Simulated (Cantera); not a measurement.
Cantera run, input and output.

```python
import numpy as np
import cantera as ct

gas = ct.Solution("gri30.yaml")


def delay(T, t_max=10):
    gas.TPX = T, 32000, {'CH4': 1, 'O2': 3.57, 'N2': 13.4, 'H2O': 2.9}
    reactor = ct.IdealGasConstPressureReactor(gas, clone=False)
    net = ct.ReactorNet([reactor])
    net.rtol, net.atol = 1e-8, 1e-16
    while net.time < t_max:
        t_old, T_old = net.time, reactor.T
        net.step()
        if reactor.T > T + 400:  # ignition: a rise of 400 K
            return t_old + (T + 400 - T_old) / (reactor.T - T_old) * (net.time - t_old)
    return np.nan


taus = []
for T in [1200, 1275, 1350, 1425, 1500, 1575]:
    taus.append(delay(T))
    print(f"T0 = {T:6g} K   tau = {taus[-1]:.4e} s")
```

Result:

```
T0 =   1200 K   tau = 1.1780e-01 s
T0 =   1275 K   tau = 4.0648e-02 s
T0 =   1350 K   tau = 1.5288e-02 s
T0 =   1425 K   tau = 6.3341e-03 s
T0 =   1500 K   tau = 2.9197e-03 s
T0 =   1575 K   tau = 1.4898e-03 s
```

Detailed kinetics in Cantera: GRI-Mech 3.0 (53 species, 325 reactions).
